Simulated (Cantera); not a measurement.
Cantera run:

```python
import numpy as np
import cantera as ct

gas_names = """
    CL CLO CL2 Mg MgCL MgCL2 MgN MgO Mg2 N NO NO2 NO3 N2 N2O O O2 O3
""".split()
cond_names = """
    Mg(cr) Mg(L) MgCL2(s) MgCL2(L) MgO(s) MgO(L)
""".split()


# ... load() reads the species with a 1 bar reference pressure and builds the phases ...
atoms = {
    'MgO': {'Mg': 1, 'O': 1},
    'Cl2': {'CL': 2},
    'N2': {'N': 2},
}
top_T = {}  # K; cautious upper limits of use, not melting points


# ... equilibrate(T, P, feed) seeds the gas with the atoms and calls Mixture.equilibrate('TP', solver="vcs", rtol=1e-11, max_steps=5000) ...
results = []
feed = {'MgO': 1, 'Cl2': 6.9, 'N2': 30}  # mol
P = 1.9  # Pa
for T in [1173, 1223, 1273, 1323, 1373, 1423, 1473, 1523, 1573, 1623, 1673, 1723, 1773]:
    mix = equilibrate(T, P, feed)
    results.append((T, P, feed, dict(zip(mix.species_names, mix.species_moles))))

top = {s: max(r[3][s] / sum(r[3][g] for g in gas_names) for r in results) for s in gas_names}
cols = sorted((s for s in top if top[s] > 1e-05), key=lambda s: -top[s])[:8]
seen = [c for c in cond_names if any(r[3].get(c, 0) > 1e-12 for r in results)]
print("log10 of partial pressures in bar; condensed amounts in mol")
print(f"{'T/K':>10s}" + "".join(f"{s[:9]:>10s}" for s in cols + seen))
for T, P, feed, n in results:
    ng = sum(n[g] for g in gas_names)
    print(f"{T:10.4g}" + "".join(f"{np.log10(max(n[s] / ng * P / 1e5, 1e-99)):10.3f}" for s in cols)
          + "".join(f"{n.get(c, 0):10.4g}" for c in seen))
```

It prints:

```
log10 of partial pressures in bar; condensed amounts in mol
       T/K        N2        CL       CL2     MgCL2        O2         O        NO        Mg
      1173    -4.859    -5.456    -6.012    -6.336    -6.638   -11.174    -9.158   -19.506
      1223    -4.869    -5.368    -6.289    -6.346    -6.648   -10.718    -9.002   -18.262
      1273    -4.875    -5.322    -6.618    -6.352    -6.655   -10.296    -8.855   -17.039
      1323    -4.878    -5.302    -6.966    -6.355    -6.658    -9.904    -8.716   -15.863
      1373    -4.880    -5.293    -7.309    -6.357    -6.661    -9.540    -8.586   -14.751
      1423    -4.880    -5.289    -7.637    -6.357    -6.662    -9.202    -8.465   -13.707
      1473    -4.880    -5.288    -7.947    -6.357    -6.664    -8.886    -8.352   -12.730
      1523    -4.881    -5.287    -8.239    -6.358    -6.667    -8.592    -8.247   -11.815
      1573    -4.881    -5.286    -8.513    -6.358    -6.671    -8.316    -8.150   -10.957
      1623    -4.881    -5.286    -8.771    -6.358    -6.677    -8.059    -8.059   -10.152
      1673    -4.881    -5.286    -9.014    -6.359    -6.685    -7.819    -7.975    -9.396
      1723    -4.881    -5.286    -9.243    -6.361    -6.699    -7.595    -7.899    -8.685
      1773    -4.882    -5.285    -9.457    -6.371    -6.719    -7.387    -7.831    -8.022
```

Cantera equilibrium calculation (NASA polynomials, part measured and part estimated; ideal gas, pure solids and liquids).
